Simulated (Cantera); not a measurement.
Input (Python, Cantera):

```python
import numpy as np
import cantera as ct

gas = ct.Solution("gri30.yaml")
gas.TPX = 1323, 810000, {'CO': 0.0016, 'O2': 0.04, 'H2O': 0.00038, 'N2': 1}
reactor = ct.IdealGasConstPressureReactor(gas, energy="off", clone=False)
net = ct.ReactorNet([reactor])
net.rtol, net.atol = 1e-08, 1e-18
show = ['CO', 'O2', 'H2O', 'NO', 'CO2', 'H2O2', 'NO2']
times = np.geomspace(2e-05, 3, 15)

steps = ct.SolutionArray(gas, extra=["t"])
rows = []
print(f"{'t/s':>10s}{'T/K':>9s}{'P/Pa':>11s}" + "".join(f"{s:>11s}" for s in show))
for t in times:
    while net.time < t:
        t_next = net.step()
        steps.append(gas.state, t=t_next)
    rows.append([np.interp(t, steps.t, y) for y in (steps.T, steps.P, *steps(*show).X.T)])
    print(f"{t:10.3e}{rows[-1][0]:9.1f}{rows[-1][1]:11.4g}" + "".join(f"{x:11.3e}" for x in rows[-1][2:]))
rate = np.gradient(steps.T, steps.t)
print("integrator steps:", len(steps.t))
if steps.T.max() > steps.T[0] + 200:
    print(f"time of steepest temperature rise: {steps.t[rate.argmax()]:.4e} s")
gas.TPX = 1323, 810000, {'CO': 0.0016, 'O2': 0.04, 'H2O': 0.00038, 'N2': 1}
gas.equilibrate("TP")
print(f"equilibrium (TP): T = {gas.T:.1f} K  " + "  ".join(f"{s} {gas[s].X[0]:.3e}" for s in show))
```

It prints:

```
       t/s      T/K       P/Pa         CO         O2        H2O         NO        CO2       H2O2        NO2
 2.000e-05   1323.0    8.1e+05  1.536e-03  3.839e-02  3.647e-04  1.380e-16  2.790e-09  5.573e-16  1.092e-22
 4.685e-05   1323.0    8.1e+05  1.536e-03  3.839e-02  3.647e-04  7.596e-16  6.715e-09  3.214e-15  2.261e-21
 1.098e-04   1323.0    8.1e+05  1.536e-03  3.839e-02  3.647e-04  4.157e-15  1.726e-08  2.678e-14  6.012e-20
 2.572e-04   1323.0    8.1e+05  1.535e-03  3.839e-02  3.647e-04  2.367e-14  5.395e-08  2.732e-13  2.461e-18
 6.024e-04   1323.0    8.1e+05  1.535e-03  3.839e-02  3.647e-04  1.708e-13  2.726e-07  5.696e-12  1.916e-16
 1.411e-03   1323.0    8.1e+05  1.531e-03  3.839e-02  3.643e-04  5.040e-12  4.254e-06  7.221e-10  9.099e-14
 3.306e-03   1323.0    8.1e+05  1.417e-03  3.832e-02  3.624e-04  1.567e-09  1.185e-04  8.629e-09  1.648e-10
 7.746e-03   1323.0    8.1e+05  1.074e-03  3.816e-02  3.625e-04  2.420e-08  4.617e-04  6.823e-09  3.412e-09
 1.815e-02   1323.0    8.1e+05  5.943e-04  3.793e-02  3.631e-04  1.158e-07  9.420e-04  3.695e-09  1.821e-08
 4.251e-02   1323.0    8.1e+05  1.866e-04  3.774e-02  3.637e-04  2.934e-07  1.350e-03  1.125e-09  4.776e-08
 9.960e-02   1323.0    8.1e+05  2.441e-05  3.766e-02  3.643e-04  4.482e-07  1.512e-03  2.417e-10  5.290e-08
 2.333e-01   1323.0    8.1e+05  1.337e-06  3.765e-02  3.646e-04  5.179e-07  1.535e-03  6.126e-11  2.185e-08
 5.466e-01   1323.0    8.1e+05  4.260e-08  3.765e-02  3.648e-04  5.351e-07  1.537e-03  1.683e-11  7.777e-09
 1.281e+00   1323.0    8.1e+05  8.265e-10  3.765e-02  3.648e-04  5.370e-07  1.537e-03  1.315e-11  6.383e-09
 3.000e+00   1323.0    8.1e+05  6.735e-10  3.765e-02  3.648e-04  5.380e-07  1.537e-03  1.313e-11  6.391e-09
integrator steps: 1026
equilibrium (TP): T = 1323.0 K  CO 6.746e-10  O2 3.754e-02  H2O 3.648e-04  NO 2.152e-04  CO2 1.537e-03  H2O2 1.312e-11  NO2 2.553e-06
```

Cantera simulation using GRI-Mech 3.0 (53 species, 325 reactions); the numbers are that mechanism's predictions, not measurements.
